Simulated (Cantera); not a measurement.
Cantera run, input and output.

```python
import numpy as np
import cantera as ct

surf = ct.Interface("ptcombust.yaml", "Pt_surf")
gas = surf.adjacent["gas"]
gas.TPX = 1275, 500000, {'CH4': 0.0068, 'O2': 0.042, 'N2': 0.79}
surf.TP = 1275, 500000
reactor = ct.FlowReactor(gas, clone=False)
reactor.area = 0.0001  # m2
reactor.surface_area_to_volume_ratio = 640  # 1/m
reactor.mass_flow_rate = 0.057 * reactor.area * gas.density  # inlet velocity 0.057 m/s
reactor.energy_enabled = False
wall = ct.ReactorSurface(surf, reactor, clone=False)
net = ct.ReactorNet([reactor])
net.rtol, net.atol = 1e-8, 1e-16
show, cover = ['CH4', 'O2', 'H2O', 'CO2', 'CO'], ['PT(S)', 'H(S)', 'O(S)', 'OH(S)', 'CO(S)', 'C(S)']

rows = []
print(f"{'z/m':>9s}{'u/(m/s)':>9s}" + "".join(f"{s:>13s}" for s in show + cover))
for z in [8.8e-05, 0.00019, 0.00041, 0.00088, 0.0019, 0.0041, 0.0088]:
    net.advance(z)
    rows.append([reactor.speed, *gas[show].X, *surf[cover].coverages])
    print(f"{z:9.4g}{rows[-1][0]:9.3g}" + "".join(f"{x:13.4e}" for x in rows[-1][1:]))
```

It prints:

```
      z/m  u/(m/s)          CH4           O2          H2O          CO2           CO        PT(S)         H(S)         O(S)        OH(S)        CO(S)         C(S)
  8.8e-05    0.057   4.8183e-03   4.3710e-02   6.3910e-03   3.1425e-03   8.0337e-06   4.4640e-01   5.9566e-06   5.5169e-01   1.8840e-03   1.5694e-05   2.8982e-07
  0.00019    0.057   2.4214e-03   3.9237e-02   1.0910e-02   5.3172e-03   6.2344e-06   4.5186e-01   7.8833e-06   5.4568e-01   2.4386e-03   9.1333e-06   1.5142e-07
  0.00041    0.057   3.7416e-04   3.5062e-02   1.5116e-02   7.4047e-03   3.0359e-06   4.5756e-01   9.4667e-06   5.3955e-01   2.8609e-03   2.3997e-06   2.4357e-08
  0.00088    0.057   6.1449e-06   3.4021e-02   1.6105e-02   7.9918e-03   2.7779e-07   4.5916e-01   9.8318e-06   5.3787e-01   2.9520e-03   1.4368e-07   4.0449e-10
   0.0019    0.057   4.4756e-09   3.3902e-02   1.6192e-02   8.0712e-03   2.5507e-08   4.5939e-01   9.8680e-06   5.3763e-01   2.9601e-03   1.1652e-08   2.9511e-13
   0.0041    0.057   7.8658e-10   3.3879e-02   1.6204e-02   8.0889e-03   5.1948e-09   4.5944e-01   9.8735e-06   5.3758e-01   2.9611e-03   2.3735e-09   5.1882e-14
   0.0088    0.057   1.7104e-10   3.3866e-02   1.6209e-02   8.0988e-03   1.1139e-09   4.5946e-01   9.8761e-06   5.3755e-01   2.9616e-03   5.0903e-10   1.1284e-14
```

Detailed kinetics in Cantera: Deutschmann's 1995 Pt surface mechanism with GRI-Mech 3.0 gas chemistry. Catalytic surfaces can have several steady states; this one follows from the mechanism file's or the stated starting coverage. Mass transfer to the wall is taken as infinitely fast.
